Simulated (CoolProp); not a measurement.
Vapour-liquid equilibrium of n-pentane (1) + acetone (2) at 0.0216 MPa; x and y are mole fractions of (1).

Model: multi-fluid Helmholtz-energy mixture model, Thol 2019 and Lemmon 2006; pair parameters Bell 2016, in CoolProp.

```json
[
 {"x": "0.05", "bubble temperature (K)": "280.5", "y at the bubble point": "0.398", "dew temperature at overall composition x (K)": "289.2", "liquid density (mol/L)": "13.46"},
 {"x": "0.125", "bubble temperature (K)": "273.3", "y at the bubble point": "0.605", "dew temperature at overall composition x (K)": "287.5", "liquid density (mol/L)": "13.05"},
 {"x": "0.2", "bubble temperature (K)": "270.1", "y at the bubble point": "(withheld)", "dew temperature at overall composition x (K)": "285.8", "liquid density (mol/L)": "12.60"},
 {"x": "0.275", "bubble temperature (K)": "268.7", "y at the bubble point": "0.712", "dew temperature at overall composition x (K)": "283.9", "liquid density (mol/L)": "12.15"},
 {"x": "0.35", "bubble temperature (K)": "268.2", "y at the bubble point": "0.726", "dew temperature at overall composition x (K)": "281.9", "liquid density (mol/L)": "(withheld)"},
 {"x": "0.425", "bubble temperature (K)": "268.0", "y at the bubble point": "0.731", "dew temperature at overall composition x (K)": "279.6", "liquid density (mol/L)": "11.31"},
 {"x": "0.5", "bubble temperature (K)": "267.9", "y at the bubble point": "0.733", "dew temperature at overall composition x (K)": "277.2", "liquid density (mol/L)": "10.93"},
 {"x": "0.575", "bubble temperature (K)": "267.9", "y at the bubble point": "0.735", "dew temperature at overall composition x (K)": "274.5", "liquid density (mol/L)": "10.58"},
 {"x": "0.65", "bubble temperature (K)": "267.8", "y at the bubble point": "(withheld)", "dew temperature at overall composition x (K)": "271.4", "liquid density (mol/L)": "10.25"},
 {"x": "0.725", "bubble temperature (K)": "267.8", "y at the bubble point": "0.748", "dew temperature at overall composition x (K)": "268.2", "liquid density (mol/L)": "9.952"},
 {"x": "0.8", "bubble temperature (K)": "267.8", "y at the bubble point": "(withheld)", "dew temperature at overall composition x (K)": "268.0", "liquid density (mol/L)": "9.670"},
 {"x": "0.875", "bubble temperature (K)": "268.1", "y at the bubble point": "0.810", "dew temperature at overall composition x (K)": "268.8", "liquid density (mol/L)": "9.406"},
 {"x": "0.95", "bubble temperature (K)": "269.0", "y at the bubble point": "(withheld)", "dew temperature at overall composition x (K)": "(withheld)", "liquid density (mol/L)": "(withheld)"}
]
```

Complete the blanks.


- 0.2, y at the bubble point: 0.680
- 0.35, liquid density (mol/L): 11.72
- 0.65, y at the bubble point: 0.739
- 0.8, y at the bubble point: 0.769
- 0.95, y at the bubble point: 0.894
- 0.95, dew temperature at overall composition x (K): 269.8
- 0.95, liquid density (mol/L): 9.152

y crosses x between x = 0.725 and 0.8: the model has an azeotrope there.

The pair parameters rest on a limited set of measurements; away from them the model extrapolates. With so large a gap from Raoult's law the liquid may split in two, which this calculation doesn't test in full.
